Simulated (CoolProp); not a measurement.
A single-stage vapour-compression cycle with the fluid: evaporating at 200.15 K (dew point), condensing at 243.15 K (bubble point), superheat 0 K, subcooling 2 K, compressor efficiency 0.85, no pressure losses. The same conditions are run with several fluids, on thermodynamics alone (safety and materials aside).

Values from CoolProp's reference Helmholtz-energy equation of state of each fluid (R125: Lemmon 2005; R115: Lemmon 2016; ethylene: Smukala 2000; propylene: Lemmon 2013; hydrogen chloride: Thol 2018; fluoroethane (R161): Wu 2012).

Problem. Rank R125, R115, ethylene, propylene, hydrogen chloride, fluoroethane (R161) by cooling COP, highest first.

Solution. propylene (3.40), fluoroethane (R161) (3.38), R125 (3.32), R115 (3.30), hydrogen chloride (3.15), ethylene (3.02)

| fluid | pressure ratio | discharge temperature (K) | refrigerating effect (kJ/kg) | volumetric capacity (kJ/m³) |
|---|---|---|---|---|
| R125 | 9.18 | 262.9 | 131 | 239 |
| R115 | 9.09 | 252.5 | 99.7 | 155 |
| ethylene | 4.23 | 290.5 | 320 | 2730 |
| propylene | 7.84 | 286.2 | 376 | 260 |
| hydrogen chloride | 5.64 | 346.3 | 360 | 1580 |
| fluoroethane (R161) | 9.99 | 304.1 | 381 | 157 |
